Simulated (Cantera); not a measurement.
**Dilute partial oxidation**

A perfectly stirred reactor is fed with CH4 : O2 : N2 = 0.0084 : 0.0062 : 1 (molar parts), equivalence ratio 2.7, at 5.00 bar; it is held at 1573 K, and followed from long to short residence time.

Computed with Cantera and GRI-Mech 3.0 (53 species, 325 reactions).

```json
[
 {"τ (s)": "19", "x CH4": "0.000663", "x O2": "5.00e-6", "x CO": "0.00504", "x C2H": "4.44e-10", "x NO": "2.84e-8", "x H2O": "0.00515", "x N2O": "3.10e-11"},
 {"τ (s)": "7.8", "x CH4": "0.000912", "x O2": "1.25e-5", "x CO": "0.00438", "x C2H": "5.99e-10", "x NO": "2.72e-8", "x H2O": "0.00566", "x N2O": "7.10e-11"},
 {"τ (s)": "3.2", "x CH4": "0.00121", "x O2": "3.04e-5", "x CO": "0.00386", "x C2H": "7.39e-10", "x NO": "2.58e-8", "x H2O": "0.00606", "x N2O": "1.65e-10"},
 {"τ (s)": "1.3", "x CH4": "0.00155", "x O2": "7.11e-5", "x CO": "0.00353", "x C2H": "8.59e-10", "x NO": "2.51e-8", "x H2O": "0.00632", "x N2O": "3.82e-10"},
 {"τ (s)": "0.53", "x CH4": "0.00189", "x O2": "0.000155", "x CO": "0.00337", "x C2H": "9.76e-10", "x NO": "2.58e-8", "x H2O": "0.00644", "x N2O": "8.55e-10"},
 {"τ (s)": "0.21", "x CH4": "0.00222", "x O2": "0.000318", "x CO": "0.00332", "x C2H": "1.13e-9", "x NO": "2.79e-8", "x H2O": "0.00642", "x N2O": "1.88e-9"},
 {"τ (s)": "0.087", "x CH4": "0.00252", "x O2": "0.000591", "x CO": "0.00327", "x C2H": "1.33e-9", "x NO": "3.01e-8", "x H2O": "0.00622", "x N2O": "3.76e-9"},
 {"τ (s)": "0.036", "x CH4": "0.00287", "x O2": "0.00105", "x CO": "0.00312", "x C2H": "1.61e-9", "x NO": "3.08e-8", "x H2O": "0.00578", "x N2O": "7.03e-9"},
 {"τ (s)": "0.014", "x CH4": "0.00344", "x O2": "0.00188", "x CO": "0.00270", "x C2H": "1.91e-9", "x NO": "2.63e-8", "x H2O": "0.00488", "x N2O": "1.21e-8"},
 {"τ (s)": "0.0059", "x CH4": "0.00444", "x O2": "0.00320", "x CO": "0.00189", "x C2H": "1.76e-9", "x NO": "1.40e-8", "x H2O": "0.00341", "x N2O": "1.55e-8"},
 {"τ (s)": "0.0024", "x CH4": "0.00663", "x O2": "0.00527", "x CO": "0.000492", "x C2H": "3.89e-10", "x NO": "1.16e-9", "x H2O": "0.00104", "x N2O": "8.81e-9"}
]
```
x: mole fraction; the columns are a selection and need not sum to one.
